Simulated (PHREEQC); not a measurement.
Consider water at 25 °C with 0.041 mol/kgw NaOH, 0.0055 mol/kgw Na2SiO3 and 0.0084 mol/kgw K2CO3. Closed to the air; pH follows from the charge balance.

Model: ion-association model, phreeqc.dat, run in PHREEQC.

Q: The ionic strength comes out as 0.0741 mol/kgw. What activity coefficients do K+, Na+, NaCO3-, H2SiO4-2, OH- get?

A: K+ 0.79, Na+ 0.80, NaCO3- 0.80, H2SiO4-2 0.42, OH- 0.78.

Precipitation was switched off in this run.
